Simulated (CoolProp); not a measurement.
Model: reference Helmholtz-energy equation of state, Lemmon 2006, in CoolProp. It is a short technical equation, of lower accuracy than the large ones.

Q: For C3F8 (R218), give the phase and the density (kg/m³), isothermal compressibility (1/MPa) at -63.45 °C and 0.101 MPa.

A: 
- -63.45 °C and 0.101 MPa: liquid; density 1710, isothermal compressibility 0.00196
